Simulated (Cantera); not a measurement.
A Cantera script and what it prints.

```python
import numpy as np
import cantera as ct

gas_names = """
    H H2 Si SiH SiH2 SiH3 SiH4 Si2 Si3
""".split()
cond_names = """
    Si(cr) Si(L)
""".split()


# ... load() reads the species with a 1 bar reference pressure and builds the phases ...
atoms = {
    'Si': {'Si': 1},
    'H2': {'H': 2},
}
top_T = {}  # K; cautious upper limits of use, not melting points


# ... equilibrate(T, P, feed) seeds the gas with the atoms and calls Mixture.equilibrate('TP', solver="vcs", rtol=1e-11, max_steps=5000) ...
results = []
feed = {'Si': 1, 'H2': 4.9}  # mol
T = 1598  # K
P = 100000  # Pa
mix = equilibrate(T, P, feed)
results.append((T, P, feed, dict(zip(mix.species_names, mix.species_moles))))
x = sorted(zip(gas.X, gas.species_names), reverse=True)
print(f"T = {T:g} K  P = {P:g} Pa  gas = {mix.phase_moles(0):.4g} mol")
print("   x: " + "  ".join(f"{s} {v:.3e}" for v, s in x if v > 1e-06))
print("   condensed (mol): " + ("  ".join(f"{mix.phase(i).name} {mix.phase_moles(i):.4g}"
      for i in range(1, mix.n_phases) if mix.phase_moles(i) > 1e-12) or "none"))
```

Output:

```
T = 1598 K  P = 100000 Pa  gas = 4.9 mol
   x: H2 9.999e-01  H 5.323e-05  SiH2 4.893e-06  SiH4 1.150e-06
   condensed (mol): Si(cr) 1
```

Cantera equilibrium calculation (NASA polynomials, part measured and part estimated; ideal gas, pure solids and liquids).
